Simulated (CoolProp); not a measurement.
Properties of methane at several states (Tc = 190.6 K, pc = 4.599 MPa, ω = 0.011).

Computed with CoolProp (reference Helmholtz-energy equation of state, Setzmann 1991).

| T (K) | p (MPa) | phase | density (kg/m³) | cv (kJ/(kg K)) | isothermal compressibility (1/MPa) | fugacity coefficient |
|---|---|---|---|---|---|---|
| 198.2 | 0.0389 | gas | 0.3797 | 1.571 | 25.77 | 0.9975 |
| 363.4 | 0.118 | gas | 0.6271 | 1.891 | 8.482 | 0.9991 |
| 573.5 | 0.559 | gas | 1.879 | 2.657 | 1.788 | 1.001 |
